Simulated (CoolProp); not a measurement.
Computed with CoolProp (reference Helmholtz-energy equation of state, Wagner 2002).

Question: For water, give the phase and the cv (kJ/(kg K)), speed of sound (m/s), conductivity (mW/(m K)) at 587.5 K and 34500 kPa.

Answer: 
- 587.5 K and 34500 kPa: liquid; cv 2.99, speed of sound 1030, conductivity 571

Thermal conductivity comes from a separate model (Huber 2012).
